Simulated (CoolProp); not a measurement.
The numbers come from the reference Helmholtz-energy equation of state, Gedanitz 2015 in CoolProp.

**Question.** Give the vapour pressure (MPa), liquid density (kg/m³), vapour density (kg/m³), enthalpy of vaporisation (kJ/kg) of saturated cyclopentane at 375.4, 380.7, 407.2 K.

**Answer.** 
```csv
T (K),p (MPa),liquid density (kg/m³),vapour density (kg/m³),enthalpy of vaporisation (kJ/kg)
375.4,0.439,657,11.0,345
380.7,0.496,650,12.3,340
407.2,0.867,616,21.4,313
```
